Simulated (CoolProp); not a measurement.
Vapour-liquid equilibrium of propane (1) + cyclopropane (2) at 317.7 K; x and y are mole fractions of (1).

The numbers come from the multi-fluid Helmholtz-energy mixture model, Lemmon 2009 and Polt 1992; pair parameters Bell 2016 in CoolProp. This equation is an older, rougher fit; its heat capacities, sound speeds and derivatives of the liquid may be far off and weren't checked against measurements.

```json
[
 {"x": "0.05", "bubble pressure (MPa)": "1.218", "y at the bubble point": "0.069", "dew pressure at overall composition x (MPa)": "1.210", "liquid density (mol/L)": "13.73"},
 {"x": "0.125", "bubble pressure (MPa)": "1.262", "y at the bubble point": "0.164", "dew pressure at overall composition x (MPa)": "1.244", "liquid density (mol/L)": "13.40"},
 {"x": "0.2", "bubble pressure (MPa)": "1.303", "y at the bubble point": "0.252", "dew pressure at overall composition x (MPa)": "1.279", "liquid density (mol/L)": "13.08"},
 {"x": "0.275", "bubble pressure (MPa)": "1.340", "y at the bubble point": "0.333", "dew pressure at overall composition x (MPa)": "1.314", "liquid density (mol/L)": "12.77"},
 {"x": "0.35", "bubble pressure (MPa)": "1.375", "y at the bubble point": "0.408", "dew pressure at overall composition x (MPa)": "1.348", "liquid density (mol/L)": "12.48"},
 {"x": "0.425", "bubble pressure (MPa)": "1.405", "y at the bubble point": "?", "dew pressure at overall composition x (MPa)": "?", "liquid density (mol/L)": "?"},
 {"x": "0.5", "bubble pressure (MPa)": "1.433", "y at the bubble point": "0.549", "dew pressure at overall composition x (MPa)": "1.414", "liquid density (mol/L)": "11.92"},
 {"x": "0.575", "bubble pressure (MPa)": "1.457", "y at the bubble point": "0.615", "dew pressure at overall composition x (MPa)": "1.442", "liquid density (mol/L)": "11.66"},
 {"x": "0.65", "bubble pressure (MPa)": "1.477", "y at the bubble point": "?", "dew pressure at overall composition x (MPa)": "1.468", "liquid density (mol/L)": "11.41"},
 {"x": "0.725", "bubble pressure (MPa)": "1.494", "y at the bubble point": "0.746", "dew pressure at overall composition x (MPa)": "1.489", "liquid density (mol/L)": "11.17"},
 {"x": "0.8", "bubble pressure (MPa)": "1.507", "y at the bubble point": "0.812", "dew pressure at overall composition x (MPa)": "1.505", "liquid density (mol/L)": "10.95"},
 {"x": "0.875", "bubble pressure (MPa)": "1.515", "y at the bubble point": "0.880", "dew pressure at overall composition x (MPa)": "1.515", "liquid density (mol/L)": "10.74"},
 {"x": "0.95", "bubble pressure (MPa)": "1.519", "y at the bubble point": "0.950", "dew pressure at overall composition x (MPa)": "1.519", "liquid density (mol/L)": "10.54"}
]
```

### Question
Complete the blanks.

### Answer

- 0.425, y at the bubble point: 0.480
- 0.425, dew pressure at overall composition x (MPa): 1.382
- 0.425, liquid density (mol/L): 12.19
- 0.65, y at the bubble point: 0.680

No azeotrope shows between x = 0.05 and 0.95.

Pair parameters are fitted to limited data, so mixtures are less certain than the pure fluids.
